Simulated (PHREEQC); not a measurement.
Dissolve 27 mmol/kgw (CH3)4NCl, 22 mmol/kgw SrBr2 and 1.6 mmol/kgw NH4Cl at 25 °C. Closed to the air; pH follows from the charge balance.

The numbers come from PHREEQC with the ion-association model, wateq4f.dat.

Each row changes one thing in this solution. This is a speciation only: nothing precipitates in the calculation.

```tsv
case	pH	ionic strength (mol/kgw)	SrOH+ (mol/kgw)
as made	6.11	0.0946	7.37e-10
temperature from 25 to 75 °C	5.47	0.0946	1.57e-10
(CH3)4NCl replaced by TMAH at the same molality	[?]	[?]	0.00103
0.03 mol/kgw NH3 added	10.51	0.0950	1.85e-5
temperature from 25 to 40 °C	5.89	0.0946	4.40e-10
(CH3)4NCl from 0.027 to 0.0054 mol/kgw	6.10	0.0730	7.65e-10
(CH3)4NCl from 0.027 to 0.135 mol/kgw	6.13	0.203	6.58e-10
NH4Cl from 0.0016 to 0.008 mol/kgw	5.76	0.101	[?]
NH4Cl left out	6.97	0.0930	5.41e-9
```

Problem. What belongs in the gaps?

Solution. 
- (CH3)4NCl replaced by TMAH at the same molality, pH: 12.27
- (CH3)4NCl replaced by TMAH at the same molality, ionic strength (mol/kgw): 0.0909
- NH4Cl from 0.0016 to 0.008 mol/kgw, SrOH+ (mol/kgw): 3.29e-10

Complexes and solids missing from the database can't appear. (CH3)4N+ isn't in the database: it is added as a free cation with an ion size of 4 Å. At this temperature some constants are extrapolated from 25 °C, and those without enthalpy data are left unchanged.
